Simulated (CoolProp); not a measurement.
Properties of carbonyl sulfide along the isotherm -83.05 °C (Tc = 105.6 °C, pc = 6369 kPa, ω = 0.098).

Computed with CoolProp (reference Helmholtz-energy equation of state, Lemmon 2006). It is a short technical equation, of lower accuracy than the large ones.

```tsv
p (kPa)	phase	density (kg/m³)	expansivity (1/kK)
637	liquid	1243	1.616
1270	liquid	1244	…
1910	liquid	1244	1.603
2550	liquid	1245	1.597
3180	liquid	1246	…
3820	liquid	1247	1.585
4460	liquid	1247	1.580
5100	liquid	1248	…
5730	liquid	1249	…
6370	liquid	1249	1.563
7010	liquid	1250	1.557
7640	liquid	1251	…
8280	liquid	1251	…
8920	liquid	1252	…
9550	liquid	1253	1.535
```

**Question.** What belongs in the gaps?

**Answer.** 
- 1270, expansivity (1/kK): 1.609
- 3180, expansivity (1/kK): 1.591
- 5100, expansivity (1/kK): 1.574
- 5730, expansivity (1/kK): 1.568
- 7640, expansivity (1/kK): 1.552
- 8280, expansivity (1/kK): 1.546
- 8920, expansivity (1/kK): 1.541
